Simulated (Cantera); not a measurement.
A closed system holds: 1 mol C2H2, 1.2 mol CO2, a varied amount of H2, equilibrated at 2650 K and 750 Torr.

Method: chemical equilibrium by Gibbs-energy minimisation in Cantera with the NASA 1993 tables (ideal gas, pure condensed phases). Candidate condensed phases: C, C6H6, C7H8, C8H18, H2O; 110 gas species. Rates play no part.

Problem. Which condensed phases are stable at each of these points (n(H2) (mol)): 0.92, 1.5, 2.3, 3.6, 5.7, 9.1, 14, 23, 36?

Solution. 
| n(H2) (mol) | condensed phases | C condensed (%) |
|---|---|---|
| 0.92 | C(graphite) | 22.7 |
| 1.5 | C(graphite) | 22.0 |
| 2.3 | C(graphite) | 21.0 |
| 3.6 | C(graphite) | 19.5 |
| 5.7 | C(graphite) | 16.9 |
| 9.1 | C(graphite) | 12.8 |
| 14 | C(graphite) | 6.9 |
| 23 | gas only | 0.0 |
| 36 | gas only | 0.0 |

From 0.92 mol H2 to 14 mol H2 the condensed part is C(graphite). From 23 mol H2 to 36 mol H2 nothing is condensed.
